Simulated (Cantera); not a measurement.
A diamond (100) surface in a fixed gas of H2 with x(CH4) = 0.0042, x(H) = 0.0039, x(CH3) = 0.0012, at 1275 K; coverages are run to steady state.

Cantera simulation using the Harris–Goodwin 1993 mechanism for the reconstructed diamond (100) surface; the numbers are that mechanism's predictions, not measurements.

θ: site fractions in the mechanism's names (c6HH fully hydrogenated, c6H* and c6*H radical sites, c6** diradical, c6HM methylated).

| P (Pa) | growth (µm/h) | θ c6HH | θ c6H* | θ c6*H | θ c6** | θ c6HM |
|---|---|---|---|---|---|---|
| 400 | 0.451 | 0.401 | 0.0460 | 0.513 | 0.0360 | ? |
| 640 | 0.805 | 0.401 | 0.0460 | 0.513 | 0.0359 | ? |
| 1000 | 1.39 | 0.401 | 0.0459 | 0.512 | 0.0358 | ? |
| 1700 | 2.67 | 0.400 | 0.0459 | 0.512 | 0.0356 | ? |
| 2700 | 4.83 | 0.400 | 0.0458 | 0.511 | 0.0355 | ? |
| 4300 | 9.04 | 0.399 | 0.0457 | 0.509 | 0.0354 | ? |
| 6900 | 17.7 | 0.398 | 0.0456 | 0.508 | 0.0353 | ? |
| 11000 | 35.4 | 0.396 | 0.0454 | 0.505 | 0.0351 | ? |

Q: Complete the blanks.

A: 
- 400, θ c6HM: 0.000343
- 640, θ c6HM: 0.000560
- 1000, θ c6HM: 0.000884
- 1700, θ c6HM: 0.00150
- 2700, θ c6HM: 0.00237
- 4300, θ c6HM: 0.00369
- 6900, θ c6HM: 0.00569
- 11000, θ c6HM: 0.00854
